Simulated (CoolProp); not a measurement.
The fluid at 293.15 K and 2.71 MPa flows at 10 m/s in a round tube of 50 mm bore and 15 µm roughness, fully developed (64/Re and Nu = 3.66 if laminar; Colebrook and Gnielinski if turbulent). The same conditions are run with several fluids, on thermodynamics alone (safety and materials aside).

The numbers come from the reference Helmholtz-energy equation of state of each fluid (nitrogen: Span 2000; oxygen: Schmidt 1985; dry air: Lemmon 2000; CF4 (R14): Platzer 1990) in CoolProp. The equations of Platzer and Polt are older, rougher fits. Blends and air are pseudo-pure fits.

| fluid | Reynolds number | Darcy friction factor | pressure drop (Pa/m) | heat-transfer coefficient (W/(m² K)) | mass flow (kg/h) |
|---|---|---|---|---|---|
| nitrogen | 870000 | 0.0158 | 493 | 747 | 2210 |
| oxygen | 869000 | 0.0158 | 571 | 766 | 2560 |
| dry air | 871000 | 0.0158 | 512 | 752 | 2300 |
| CF4 (R14) | 2910000 | 0.0152 | 1660 | 1690 | 7740 |

Transport values come from each fluid's own correlations; those of CF4 (R14) are estimates that may be off by 10 % or more.
